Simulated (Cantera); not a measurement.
An adiabatic, constant-pressure homogeneous reactor starts with 9.62 % CH₄, 1.44 % C₂H₆, 18.7 % O₂, 70.3 % N₂, equivalence ratio 1.3, at 1775 K and 1.68 atm.

Cantera simulation using GRI-Mech 3.0 (53 species, 325 reactions); the numbers are that mechanism's predictions, not measurements.

x: mole fraction; the columns are a selection and need not sum to one.

| t (s) | T (K) | x CH₄ | x C₂H₆ | x O₂ | x O | x CH₂CO | x CO | x H₂O |
|---|---|---|---|---|---|---|---|---|
| 4.00e-6 | 1763 | 0.0952 | 0.0123 | 0.186 | [?] | 1.86e-6 | 6.45e-5 | 0.000655 |
| 1.18e-5 | 1790 | 0.0847 | 0.00720 | 0.176 | [?] | 0.000244 | 0.00319 | 0.00990 |
| 3.48e-5 | 2732 | <1e-12 | <1e-12 | 0.0107 | [?] | <1e-12 | 0.0796 | 0.136 |
| 0.000103 | 2875 | <1e-12 | <1e-12 | 0.00785 | [?] | <1e-12 | 0.0784 | 0.146 |
| 0.000303 | 2908 | <1e-12 | <1e-12 | 0.00669 | 0.00516 | <1e-12 | 0.0783 | 0.149 |
| 0.000894 | 2901 | <1e-12 | <1e-12 | 0.00616 | 0.00483 | <1e-12 | 0.0787 | 0.149 |
| 0.00264 | 2900 | <1e-12 | <1e-12 | 0.00606 | 0.00477 | <1e-12 | 0.0788 | 0.149 |
| 0.00779 | 2900 | <1e-12 | <1e-12 | 0.00606 | 0.00477 | <1e-12 | 0.0788 | 0.149 |
| 0.0230 | 2900 | <1e-12 | <1e-12 | 0.00606 | 0.00477 | <1e-12 | 0.0788 | 0.149 |
| 0.0678 | 2900 | <1e-12 | <1e-12 | 0.00606 | 0.00477 | <1e-12 | 0.0788 | 0.149 |
| 0.200 | 2900 | <1e-12 | <1e-12 | 0.00606 | 0.00477 | <1e-12 | 0.0788 | 0.149 |

Some entries are withheld; supply them.


- 4.00e-6, x O: 1.10e-5
- 1.18e-5, x O: 4.19e-5
- 3.48e-5, x O: 0.00930
- 0.000103, x O: 0.00615
